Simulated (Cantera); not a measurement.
# Thermodynamics of tantalum, niobium, vanadium and zirconium in process gases, feed V + NH3

Charge: 1 mol V, 1.1 mol NH3, at 2327 °C and 3800 Pa.

Equilibrium computed with Cantera from the NASA thermochemical tables; the gas is ideal and each condensed phase is pure. Candidate condensed phases: V, VN; 11 gas species. Condensed phases not in the tables: V2N, N, O or C dissolved in the metal. Rates play no part.

| Item | Value |
|---|---|
| x(H2) | 0.581 |
| x(N2) | 0.219 |
| x(H) | 0.150 |
| x(V) | 0.0498 |
| x(VN) | 7.17e-6 |
| x(N) | 1.71e-6 |
| n(V(l)) | 0.875 mol |
| gas amount | 2.514 mol |
